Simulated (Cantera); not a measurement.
Input: 1 mol MgCl2, 0.038 mol O2, 43 mol H2, 3.8 mol HCl, at 1625 °C and 13.3 mbar.

Method: chemical equilibrium by Gibbs-energy minimisation in Cantera with the NASA 1993 tables (ideal gas, pure condensed phases). Candidate condensed phases: H2O, Mg, MgCl2, MgO, Mg(OH)2; 22 gas species. The tables' values for MgH are old estimates; treat these amounts as uncertain. The numbers say what is thermodynamically allowed, not how fast it happens.

Base state: H2 0.879, HCl 0.0914, MgCl2 0.0139, Mg 0.00638, H 0.00636, H2O 0.00157, Cl 0.000499, MgCl 0.000464 (mole fractions); condensed: gas only.

Question: What changes in the equilibrium state with this change: temperature from 1625 °C to 1052 °C?

Answer: 
```tsv
species	before	after
H2	0.879	0.898
HCl	0.0914	0.0818
MgCl2	0.0139	0.0198
Mg	0.00638	9.12e-7
MgH	1.00e-5	<1e-9
MgCl	0.000464	8.61e-7
Cl	0.000499	1.02e-6
H	0.00636	1.34e-5
H2O	0.00157	0.000432
MgO(s), mol	0	0.0553
```
